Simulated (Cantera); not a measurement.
A Cantera script and what it prints.

```python
import numpy as np
import cantera as ct

gas_names = """
    Br Br2 H HBr H2 Si SiBr SiBr2 SiBr3 SiBr4 SiH SiHBr3 SiH2 SiH2Br2 SiH3 SiH3Br SiH4 Si2 Si3
""".split()
cond_names = """
    Br2(cr) Br2(L) Si(cr) Si(L)
""".split()


# ... load() reads the species with a 1 bar reference pressure and builds the phases ...
atoms = {
    'Si': {'Si': 1},
    'HBr': {'H': 1, 'Br': 1},
}
top_T = {}  # K; cautious upper limits of use, not melting points


# ... equilibrate(T, P, feed) seeds the gas with the atoms and calls Mixture.equilibrate('TP', solver="vcs", rtol=1e-11, max_steps=5000) ...
results = []
T = 798.15  # K
P = 970  # Pa
for m in [1.8, 4.1, 6.5, 8.9, 11, 14, 16, 18, 21, 23, 25]:
    feed = {'Si': 1, 'HBr': m}  # mol
    mix = equilibrate(T, P, feed)
    results.append((T, P, feed, dict(zip(mix.species_names, mix.species_moles))))

top = {s: max(r[3][s] / sum(r[3][g] for g in gas_names) for r in results) for s in gas_names}
cols = sorted((s for s in top if top[s] > 0.001), key=lambda s: -top[s])[:7]
seen = [c for c in cond_names if any(r[3].get(c, 0) > 1e-12 for r in results)]
print("log10 of partial pressures in bar; condensed amounts in mol")
print(f"{'n(HBr)':>10s}" + "".join(f"{s[:9]:>10s}" for s in cols + seen))
for T, P, feed, n in results:
    ng = sum(n[g] for g in gas_names)
    print(f"{feed['HBr']:10.4g}" + "".join(f"{np.log10(max(n[s] / ng * P / 1e5, 1e-99)):10.3f}" for s in cols)
          + "".join(f"{n.get(c, 0):10.4g}" for c in seen))
```

Result:

```
log10 of partial pressures in bar; condensed amounts in mol
    n(HBr)       HBr        H2     SiBr4    SiHBr3    Si(cr)
       1.8    -3.972    -2.196    -2.504    -4.042    0.5503
       4.1    -3.467    -2.206    -2.509    -4.561         0
       6.5    -2.356    -2.453    -2.754    -6.165         0
       8.9    -2.221    -2.610    -2.911    -6.614         0
        11    -2.168    -2.712    -3.013    -6.872         0
        14    -2.127    -2.826    -3.127    -7.140         0
        16    -2.110    -2.888    -3.189    -7.282         0
        18    -2.098    -2.943    -3.244    -7.403         0
        21    -2.084    -3.013    -3.314    -7.558         0
        23    -2.077    -3.055    -3.356    -7.648         0
        25    -2.071    -3.092    -3.393    -7.729         0
```

Equilibrium computed with Cantera from the NASA thermochemical tables; the gas is ideal and each condensed phase is pure. The tables' values for SiBr3 are old estimates; treat these amounts as uncertain.
